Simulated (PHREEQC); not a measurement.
## Spent oxide etchant

Make-up at 25 °C: 70 mmol/kgw NH4HF2, 120 mmol/kgw (NH4)2SiF6 and 0.29 mmol/kgw H3PO4. Closed to the air; pH follows from the charge balance.

The numbers come from PHREEQC with the ion-association model, phreeqc.dat.

No solid was allowed to form.

Q: Estimate the pH, activity of water, ionic strength.

A: pH 2.96; activity of water 0.990; ionic strength 0.431 mol/kgw.

Q: In which forms is P present?

A: H2PO4- 91 %, H3PO4 9.3 % of the P.

SiF6-2 is the database's only silicon fluoride.
